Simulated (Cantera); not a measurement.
## Thermodynamics of roasting and sulfation, feed Fe2O3 + SO3 + N2

A closed system holds: 1 mol Fe2O3, 0.082 mol SO3, 5.6 mol N2, equilibrated at 1600 K and 0.0100 bar.

Method: chemical equilibrium by Gibbs-energy minimisation in Cantera with the NASA 1993 tables (ideal gas, pure condensed phases). Candidate condensed phases: Fe, FeO, FeS, FeSO4, FeS2, Fe2O3, Fe2(SO4)3, Fe3O4, S; 19 gas species. Kinetics and transport are ignored.

```yaml
x(N2): 0.950
x(O2): 0.0348
x(SO2): 0.0139
x(NO): 0.000865
x(O): 2.71e-5
x(SO3): 6.02e-6
x(SO): 1.19e-6
n(Fe3O4(s)): 0.667 mol
gas_amount: 5.890 mol
log10 activity of Fe(γ) (absent): -4.34
log10 activity of S(l) (absent): -9.70
```
